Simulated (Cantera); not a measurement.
An isothermal, constant-pressure homogeneous reactor starts with 15.4 % CH4, 84.6 % H2, at 1875 K and 13300 Pa.

Model: GRI-Mech 3.0 (53 species, 325 reactions), integrated in Cantera. GRI-Mech 3.0 stops at C3 and has no aromatics, soot or wall deposition, so with more carbon than oxygen in the feed, carbon stays in small species such as C2H2 where larger ones or solid carbon would form.

x: mole fraction; the columns are a selection and need not sum to one.

```json
[
 {"t (s)": "0.000800", "x CH4": "0.143", "x H2": "0.849", "x C2H4": "0.00149", "x C2H2": "0.00164", "x H": "0.00112", "x CH2": "3.78e-6", "x C2H6": "9.28e-5"},
 {"t (s)": "0.00211", "x CH4": "0.118", "x H2": "0.863", "x C2H4": "0.00162", "x C2H2": "0.0121", "x H": "0.00128", "x CH2": "4.03e-6", "x C2H6": "7.79e-5"},
 {"t (s)": "0.00556", "x CH4": "0.0803", "x H2": "0.885", "x C2H4": "0.000815", "x C2H2": "0.0299", "x H": "0.00137", "x CH2": "3.23e-6", "x C2H6": "3.82e-5"},
 {"t (s)": "0.0147", "x CH4": "0.0419", "x H2": "0.907", "x C2H4": "0.000303", "x C2H2": "0.0475", "x H": "0.00150", "x CH2": "2.16e-6", "x C2H6": "1.14e-5"},
 {"t (s)": "0.0386", "x CH4": "0.0174", "x H2": "0.922", "x C2H4": "0.000143", "x C2H2": "0.0586", "x H": "0.00162", "x CH2": "1.15e-6", "x C2H6": "2.16e-6"},
 {"t (s)": "0.102", "x CH4": "0.00653", "x H2": "0.928", "x C2H4": "0.000117", "x C2H2": "0.0636", "x H": "0.00170", "x CH2": "4.99e-7", "x C2H6": "3.24e-7"},
 {"t (s)": "0.268", "x CH4": "(withheld)", "x H2": "0.930", "x C2H4": "0.000115", "x C2H2": "0.0654", "x H": "0.00173", "x CH2": "(withheld)", "x C2H6": "(withheld)"},
 {"t (s)": "0.707", "x CH4": "0.00125", "x H2": "0.931", "x C2H4": "0.000116", "x C2H2": "0.0659", "x H": "0.00174", "x CH2": "1.04e-7", "x C2H6": "1.65e-8"},
 {"t (s)": "1.86", "x CH4": "0.00104", "x H2": "0.931", "x C2H4": "0.000116", "x C2H2": "0.0660", "x H": "0.00174", "x CH2": "8.75e-8", "x C2H6": "1.28e-8"},
 {"t (s)": "4.91", "x CH4": "0.00104", "x H2": "0.931", "x C2H4": "0.000116", "x C2H2": "0.0660", "x H": "0.00174", "x CH2": "8.72e-8", "x C2H6": "1.27e-8"},
 {"t (s)": "13.0", "x CH4": "0.00104", "x H2": "0.931", "x C2H4": "0.000116", "x C2H2": "0.0660", "x H": "0.00174", "x CH2": "8.72e-8", "x C2H6": "1.27e-8"},
 {"t (s)": "34.1", "x CH4": "0.00104", "x H2": "0.931", "x C2H4": "0.000116", "x C2H2": "0.0660", "x H": "0.00174", "x CH2": "8.72e-8", "x C2H6": "1.27e-8"},
 {"t (s)": "90.0", "x CH4": "0.00104", "x H2": "0.931", "x C2H4": "0.000116", "x C2H2": "0.0660", "x H": "0.00174", "x CH2": "8.72e-8", "x C2H6": "1.27e-8"}
]
```

Question: What belongs in the gaps?

Answer: 
- 0.268, x CH4: 0.00251
- 0.268, x CH2: 2.05e-7
- 0.268, x C2H6: 5.28e-8
